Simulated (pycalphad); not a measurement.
Source of the numbers: pycalphad with the COST 507 light-alloy database (1999); pressure 1 atm. These are 1990s assessments: newer ones move some temperatures and phases. Not assessed as a whole: an extrapolation from subsystems, which can miss ternary compounds.

Molar enthalpy of Al-0.5859Cu-3.967Si (wt.%) in equilibrium (SER reference):

```tsv
T (K)	H (kJ/mol)	phases
1850	58.62	liquid
1775	56.26	liquid
1700	53.89	liquid
1625	51.52	liquid
1550	49.16	liquid
1475	46.79	liquid
1400	44.42	liquid
1325	42.06	liquid
1250	39.69	liquid
1175	37.32	liquid
1100	34.96	liquid
1025	32.60	liquid
950	30.23	liquid
925	29.45	liquid
875	21.44	fcc + liquid
825	15.05	fcc + diamond (Si)
800	14.17	fcc + diamond (Si)
725	11.67	fcc + diamond (Si)
650	9.37	fcc + diamond (Si)
575	7.19	fcc + diamond (Si) + ALCU_THETA
500	5.08	fcc + diamond (Si) + ALCU_THETA
```

Cooling from 925 K to 825 K, across the freezing range, releases 14.4 kJ/mol, or 531 J/g. The slope is 31 J/(mol K) in the liquid and 35 J/(mol K) just below the solidus, where it includes any heat of precipitation. Liquidus 908 K, solidus 841 K. Changes were sought between steps of 25 K, so a narrower field can be missed.

Database names, with the compositions (at.%) that they take in these runs: ALCU_THETA: Al 67 Cu 33.
